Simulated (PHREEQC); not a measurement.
Dissolve 0.014 mol HCl, 0.00038 mol NaCl and 0.0022 mol Na2SO4 per kg of water at 33 °C. It is in equilibrium with CO2 at log p = 0 (atm). Otherwise closed; pH follows from the charge balance.

Equilibrium calculation in PHREEQC: ion-association model, phreeqc.dat.

This is a speciation only: nothing precipitates in the calculation.

Problem. Order these S species by the share of S that they hold, largest first: NaSO4-, SO4-2, HSO4-.

Solution. SO4-2 (52 %), HSO4- (47 %), NaSO4- (0.76 %)

The pH is 1.94 and the ionic strength 0.0189 mol/kgw.
